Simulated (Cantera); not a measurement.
Charge: 1 mol Si, 2.2 mol HCl, 6.3 mol H2, held at 1 atm.

Method: chemical equilibrium by Gibbs-energy minimisation in Cantera with the NASA 1993 tables (ideal gas, pure condensed phases). Candidate condensed phases: Si; 19 gas species. Equilibrium is a limit: real reactors are often held back by kinetics, nucleation or transport.

Over these rows the condensed part is Si(s). Partial pressures as log10 of bar:

```json
[
 {"T (K)": "973", "1000/T (1/K)": "1.0277", "log p SiCl2": "-4.01", "log p H2": "-0.03", "log p SiCl4": "-1.35", "log p HCl": "-2.12", "log p SiHCl3": "-1.51"},
 {"T (K)": "1073", "1000/T (1/K)": "0.9320", "log p SiCl2": "-3.23", "log p H2": "-0.04", "log p SiCl4": "-1.37", "log p HCl": "-1.78", "log p SiHCl3": "-1.54"},
 {"T (K)": "1173", "1000/T (1/K)": "0.8525", "log p SiCl2": "-2.60", "log p H2": "-0.04", "log p SiCl4": "-1.42", "log p HCl": "-1.50", "log p SiHCl3": "-1.59"},
 {"T (K)": "1273", "1000/T (1/K)": "0.7855", "log p SiCl2": "-2.11", "log p H2": "-0.05", "log p SiCl4": "-1.51", "log p HCl": "-1.28", "log p SiHCl3": "-1.67"},
 {"T (K)": "1373", "1000/T (1/K)": "0.7283", "log p SiCl2": "-1.73", "log p H2": "-0.06", "log p SiCl4": "-1.68", "log p HCl": "-1.12", "log p SiHCl3": "-1.81"},
 {"T (K)": "1473", "1000/T (1/K)": "0.6789", "log p SiCl2": "?", "log p H2": "-0.07", "log p SiCl4": "-1.96", "log p HCl": "-1.02", "log p SiHCl3": "-2.04"}
]
```

Q: Fit log p(SiCl2) = a + b·(1000/T) to the five rows, give the apparent enthalpy, and predict the row at 1473 K.

A: Means: 1000/T = 0.8652, log p = -2.736. Sxy = -0.429365, Sxx = 0.0561235, so b = -7.65 and a = -2.736 − (-7.65)×0.8652 = 3.88.
Apparent enthalpy: −19.145 × (-7.65) = 146 kJ/mol. With the condensed phases at unit activity, 1/2 Si(s) + 1/2 SiCl4(g) = SiCl2(g) links this pressure to the main gases: over the six rows their terms move log p by -0.30 in all, so the slope isn't that reaction's ΔH° alone. The five rows lie within 0.04 of the line.
Prediction at 1473 K: 3.88 + (-7.65)×0.6789 = -1.31. The computed value is -1.47, 0.16 from the line.
